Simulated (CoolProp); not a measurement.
Computed with CoolProp (reference Helmholtz-energy equation of state, Thol 2014).

**Question.** Give the vapour pressure (MPa), liquid density (kg/m³), vapour density (kg/m³), enthalpy of vaporisation (kJ/kg) of saturated diethyl ether at 347, 362.4 K.

**Answer.** 
| T (K) | p (MPa) | liquid density (kg/m³) | vapour density (kg/m³) | enthalpy of vaporisation (kJ/kg) |
|---|---|---|---|---|
| 347 | 0.342 | 647 | 9.81 | 321 |
| 362.4 | 0.508 | 625 | 14.4 | 304 |
